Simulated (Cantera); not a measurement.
A perfectly stirred reactor is fed with 34.2 % C2H4, 65.0 % H2, 0.821 % N2, at 120 Pa; it is held at 1675 K, and followed from long to short residence time.

Model: GRI-Mech 3.0 (53 species, 325 reactions), integrated in Cantera. GRI-Mech 3.0 was tuned for natural gas; its chemistry of ethylene as a main component is partial and can be far from experiment. GRI-Mech 3.0 stops at C3 and has no aromatics, soot or wall deposition, so with more carbon than oxygen in the feed, carbon stays in small species such as C2H2 where larger ones or solid carbon would form. Radical loss at walls, strong at low pressure, is not modelled.

x: mole fraction; the columns are a selection and need not sum to one.

| τ (s) | x C2H4 | x H2 | x C2H6 | x CH2 | x CH3 |
|---|---|---|---|---|---|
| 5.8 | 0.00935 | 0.736 | 3.24e-9 | 1.40e-9 | ___ |
| 2.1 | 0.0320 | 0.731 | 7.86e-9 | 2.63e-9 | ___ |
| 0.74 | 0.0882 | 0.716 | 1.66e-8 | 4.58e-9 | ___ |
| 0.26 | 0.179 | 0.692 | 2.72e-8 | 6.59e-9 | ___ |
| 0.093 | 0.264 | 0.670 | 3.16e-8 | 6.50e-9 | ___ |
| 0.033 | 0.312 | 0.658 | 2.64e-8 | 3.78e-9 | ___ |
| 0.012 | 0.331 | 0.653 | 1.76e-8 | 1.50e-9 | ___ |
| 0.0042 | 0.338 | 0.651 | 9.13e-9 | 4.70e-10 | ___ |
| 0.0015 | 0.341 | 0.650 | 3.66e-9 | 1.24e-10 | 5.79e-10 |
| 0.00053 | 0.342 | 0.650 | 1.11e-9 | 2.52e-11 | 1.07e-10 |
| 0.00019 | 0.342 | 0.650 | 2.56e-10 | 4.23e-12 | 1.30e-11 |

**Question.** Complete the blanks.

**Answer.** 
- 5.8, x CH3: 9.70e-8
- 2.1, x CH3: 4.18e-8
- 0.74, x CH3: 2.42e-8
- 0.26, x CH3: 1.95e-8
- 0.093, x CH3: 1.59e-8
- 0.033, x CH3: 9.85e-9
- 0.012, x CH3: 4.95e-9
- 0.0042, x CH3: 1.98e-9
